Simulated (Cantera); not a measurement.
An adiabatic, constant-volume homogeneous reactor starts with 10.6 % CH4, 14.1 % O2, 75.2 % N2, at 1148 K and 3530 Torr.

Model: GRI-Mech 3.0 (53 species, 325 reactions), integrated in Cantera.

Q: Predict: time of steepest temperature rise; temperature at 0.400 s; equilibrium temperature; x(O2) at 0.400 s; x(N2O) at 0.400 s; x(H2) at 0.400 s; x(H2O2) at 0.400 s; x(NO) at 0.400 s; x(HCN) at 0.400 s.

A: 
```json
{
  "time_of_steepest_temperature_rise": "34.7 ms",
  "temperature at 0.400 s": "2608 K",
  "equilibrium_temperature": "2608 K",
  "x(O2) at 0.400 s": "4.51e-5 (gas-phase equilibrium 4.51e-5)",
  "x(N2O) at 0.400 s": "6.79e-8 (gas-phase equilibrium 6.79e-8)",
  "x(H2) at 0.400 s": "0.0594 (gas-phase equilibrium 0.0594)",
  "x(H2O2) at 0.400 s": "2.73e-8 (gas-phase equilibrium 2.73e-8)",
  "x(NO) at 0.400 s": "0.000382 (gas-phase equilibrium 0.000382)",
  "x(HCN) at 0.400 s": "1.55e-7 (gas-phase equilibrium 1.55e-7)"
}
```
